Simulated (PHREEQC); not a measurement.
Make-up at 90 °C: 0.003 mol/kgw HF. Closed to the air; pH follows from the charge balance.

Equilibrium calculation in PHREEQC: ion-association model, wateq4f.dat.

| quantity | before | after |
|---|---|---|
| pH | 3.19 | 3.60 |
| ionic strength (mol/kgw) | 0.000674 | 0.000256 |
| HF (mol/kgw) | 0.00232 | 0.000344 |
| F- (mol/kgw) | 0.000668 | 0.000255 |
| HF2- (mol/kgw) | 6.40e-6 | 3.63e-7 |

Q: What was changed between the two runs?
(A) temperature from 90 to 45 °C
(B) HF from 0.003 to 0.0006 mol/kgw
(C) diluted 100-fold with water
(D) HF from 0.003 to 0.0027 mol/kgw

A: B, HF from 0.003 to 0.0006 mol/kgw

No solid was allowed to form. At this temperature some constants are extrapolated from 25 °C, and those without enthalpy data are left unchanged.
